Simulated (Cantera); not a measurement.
# Stirred combustor or abatement burner

A perfectly stirred reactor is fed with 23.7 % H2, 16.0 % O2, 60.2 % N2, at 0.888 atm; it is adiabatic with a 300 K inlet, and is followed from long to short residence time, starting on the burning branch (τ in s: 0.023, 0.011, 0.0053, 0.0026, 0.0012, 0.0006, 0.00029, 0.00014, 6.8e-05, 3.3e-05, 1.6e-05, 7.6e-06).

Cantera simulation using GRI-Mech 3.0 (53 species, 325 reactions); the numbers are that mechanism's predictions, not measurements.

```tsv
τ (s)	T (K)	x H2	x O2	x N2O	x NO	x H2O	x HO2
0.023	2065	0.00187	0.0464	2.84e-7	0.000166	0.264	2.96e-6
0.011	2050	0.00281	0.0465	2.89e-7	0.000114	0.262	3.87e-6
0.0053	2027	0.00428	0.0467	2.70e-7	7.89e-5	0.259	5.41e-6
0.0026	1992	0.00638	0.0471	2.36e-7	5.55e-5	0.255	7.75e-6
0.0012	1938	0.00953	0.0480	1.96e-7	4.07e-5	0.249	1.15e-5
0.00060	1872	0.0131	0.0493	1.65e-7	3.44e-5	0.242	1.60e-5
0.00029	1781	0.0173	0.0513	1.37e-7	3.08e-5	0.233	2.21e-5
0.00014	1670	0.0222	0.0543	1.14e-7	2.61e-5	0.222	2.96e-5
6.8e-5	1540	0.0288	0.0590	9.15e-8	1.85e-5	0.210	3.97e-5
3.3e-5	1380	0.0443	0.0690	6.23e-8	8.89e-6	0.189	5.72e-5
1.6e-5	300	0.237	0.160	<1e-12	<1e-12	<1e-12	<1e-12
7.6e-6	300	0.237	0.160	<1e-12	<1e-12	<1e-12	<1e-12
```
x: mole fraction; the columns are a selection and need not sum to one.
